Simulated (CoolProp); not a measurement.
A Linde-Hampson liquefier for CF4 (R14): isothermal reversible compression at 290 K from 1 atm to 10 MPa, throttling to 1 atm, return gas leaving the recuperator 10 K below the feed. Each further row changes one setting.

Values from CoolProp's reference Helmholtz-energy equation of state, Platzer 1990. This equation is an older, rougher fit; its heat capacities, sound speeds and derivatives of the liquid may be far off and weren't checked against measurements.

```
case                        liquid yield per pass  compression work (kJ/kg of gas)
--------------------------  ---------------------  -------------------------------
as stated                              (withheld)                              115
high pressure 20 MPa                   (withheld)                       (withheld)
warm-end temperature 320 K                  0.118                              131
warm-end gap 15 K                      (withheld)                              115
```

Question: Some entries are withheld; supply them.

Answer: 
- as stated, liquid yield per pass: 0.187
- high pressure 20 MPa, liquid yield per pass: 0.279
- high pressure 20 MPa, compression work (kJ/kg of gas): 128
- warm-end gap 15 K, liquid yield per pass: 0.174
